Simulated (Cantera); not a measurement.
# Premixed flame

A freely propagating, adiabatic, planar premixed flame of CH4 : CO : O2 : N2 : H2O = 1 : 0.65 : 2.98 : 14 : 0.74 (molar parts), equivalence ratio 0.78, unburnt at 450 K and 8.40 bar; mixture-averaged transport, grid criteria slope 0.08 and curve 0.16, no radiation.

Cantera simulation using GRI-Mech 3.0 (53 species, 325 reactions); the numbers are that mechanism's predictions, not measurements. Burning velocities carry a grid error of a few per cent, more on coarse grids.

| z (mm) | T (K) | u (m/s) | x CH4 | x CO | x O2 | x C2H6 | x NO2 | x CH2O |
|---|---|---|---|---|---|---|---|---|
| -0.637 | 452 | 0.104 | 0.0515 | 0.0335 | 0.154 | 6.68e-8 | <1e-8 | 5.35e-7 |
| -0.424 | 463 | 0.106 | 0.0510 | 0.0334 | 0.153 | 6.96e-7 | 1.12e-8 | 4.95e-6 |
| -0.318 | 495 | 0.114 | 0.0495 | 0.0332 | 0.151 | 3.76e-6 | 4.95e-8 | 2.41e-5 |
| -0.212 | 626 | 0.145 | 0.0440 | 0.0323 | 0.142 | 2.55e-5 | 2.48e-7 | 0.000140 |
| -0.106 | 1018 | 0.235 | 0.0273 | 0.0292 | 0.110 | 0.000141 | 7.01e-7 | 0.000621 |
| -0.0530 | 1340 | 0.309 | 0.0133 | 0.0261 | 0.0808 | 0.000218 | 4.16e-7 | 0.000753 |
| 0 | 1661 | 0.380 | 0.00146 | 0.0187 | 0.0502 | 1.68e-5 | 4.80e-8 | 0.000164 |
| 0.0530 | 1790 | 0.407 | 1.03e-5 | 0.00708 | 0.0386 | <1e-8 | 2.58e-8 | 2.06e-6 |
| 0.106 | 1831 | 0.415 | 7.02e-8 | 0.00274 | 0.0360 | <1e-8 | 2.89e-8 | 1.54e-8 |
| 0.212 | 1854 | 0.419 | <1e-8 | 0.000711 | 0.0349 | <1e-8 | 2.61e-8 | <1e-8 |
| 0.424 | 1861 | 0.421 | <1e-8 | 0.000151 | 0.0346 | <1e-8 | 1.67e-8 | <1e-8 |
| 0.849 | 1862 | 0.421 | <1e-8 | 6.65e-5 | 0.0346 | <1e-8 | 1.42e-8 | <1e-8 |
| 1.70 | 1862 | 0.421 | <1e-8 | 6.16e-5 | 0.0346 | <1e-8 | 1.52e-8 | <1e-8 |
x: mole fraction of selected species; z is measured from the peak of heat release.

| Item | Result |
|---|---|
| laminar burning velocity | 10.3 cm/s |
| thermal thickness | 0.212 mm |
| peak x(C2H6) | 0.000220 |
| peak x(CH2O) | 0.000787 |
| grid points | 133 |
